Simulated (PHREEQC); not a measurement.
A made-up water analysis in mmol/kgw, 25 °C, pH 7.03, pe 11.1: Na 95; K 24.5; Ca 15.8; Mg 23.2; Cl 171; S(6) 10.7; Alkalinity (meq/kgw) 0.38; Br 0.449; Pb 0.0505; Si 0.182; O(0) (counted as O atoms) 0.52; N(5) 0.0386; B 0.281.

Valence states are taken as typed.

Computed with PHREEQC (ion-association model, phreeqc.dat).

Each row changes one thing in this solution. No solid was allowed to form.

```json
[
 {"case": "as made", "ionic strength (mol/kgw)": "0.228", "SO4-2 (mol/kgw)": "0.00589", "MgSO4 (mol/kgw)": "0.00251", "HCO3- (mol/kgw)": "0.000306", "KSO4- (mol/kgw)": "0.000266", "CO2 (mol/kgw)": "4.52e-5", "SI of Chalcedony (SiO2)": "-0.16", "SI of Anglesite (PbSO4)": "-0.44"},
 {"case": "pH from 7.03 to 8.03 at the same alkalinity", "ionic strength (mol/kgw)": "0.228", "SO4-2 (mol/kgw)": "0.00589", "MgSO4 (mol/kgw)": "0.00251", "HCO3- (mol/kgw)": "0.000225", "KSO4- (mol/kgw)": "0.000266", "CO2 (mol/kgw)": "3.32e-6", "SI of Chalcedony (SiO2)": "-0.17", "SI of Anglesite (PbSO4)": "-0.75"},
 {"case": "pH from 7.03 to 6.73 at the same alkalinity", "ionic strength (mol/kgw)": "0.228", "SO4-2 (mol/kgw)": "0.00589", "MgSO4 (mol/kgw)": "0.00251", "HCO3- (mol/kgw)": "0.000315", "KSO4- (mol/kgw)": "0.000266", "CO2 (mol/kgw)": "9.28e-5", "SI of Chalcedony (SiO2)": "-0.16", "SI of Anglesite (PbSO4)": "-0.41"},
 {"case": "temperature from 25 to 55 °C at the same typed pH", "ionic strength (mol/kgw)": "0.224", "SO4-2 (mol/kgw)": "0.00492", "MgSO4 (mol/kgw)": "0.00358", "HCO3- (mol/kgw)": "0.000291", "KSO4- (mol/kgw)": "0.000334", "CO2 (mol/kgw)": "3.65e-5", "SI of Chalcedony (SiO2)": "-0.48", "SI of Anglesite (PbSO4)": "-0.87"},
 {"case": "K from 24.5 to 73.5 mmol/kgw", "ionic strength (mol/kgw)": "0.253", "SO4-2 (mol/kgw)": "0.00575", "MgSO4 (mol/kgw)": "0.00232", "HCO3- (mol/kgw)": "0.000307", "KSO4- (mol/kgw)": "0.000747", "CO2 (mol/kgw)": "4.47e-5", "SI of Chalcedony (SiO2)": "-0.16", "SI of Anglesite (PbSO4)": "-0.47"}
]
```

Some of these states are supersaturated (in Cerussite, Pb(OH)2, Quartz (slow to form), for instance). Constants without temperature data keep their 25 °C values here.
